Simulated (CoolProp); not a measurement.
Values from CoolProp's reference Helmholtz-energy equation of state, Lemmon 2006. It is a short technical equation, of lower accuracy than the large ones.

Q: For R142b, give the phase and the cp (kJ/(kg K)) at 301.1 K and 1.01 bar.

A: 
- 301.1 K and 1.01 bar: gas; cp 0.856
